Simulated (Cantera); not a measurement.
An isothermal, constant-pressure homogeneous reactor starts with 2.40 % CO, 4.62 % O2, 0.481 % H2O, 92.5 % N2, at 1500 K and 100.0 Torr.

Model: GRI-Mech 3.0 (53 species, 325 reactions), integrated in Cantera.

Problem. Predict: x(CO) at 60.0 s; x(O2) at 60.0 s; x(H2O) at 60.0 s; x(NO) at 60.0 s; x(H) at 60.0 s.

Solution. x(CO) at 60.0 s: 1.76e-6 (gas-phase equilibrium 1.77e-6)
x(O2) at 60.0 s: 0.0346 (gas-phase equilibrium 0.0344)
x(H2O) at 60.0 s: 0.00486 (gas-phase equilibrium 0.00486)
x(NO) at 60.0 s: 1.31e-5 (gas-phase equilibrium 0.000542)
x(H) at 60.0 s: 1.79e-8 (gas-phase equilibrium 1.79e-8)
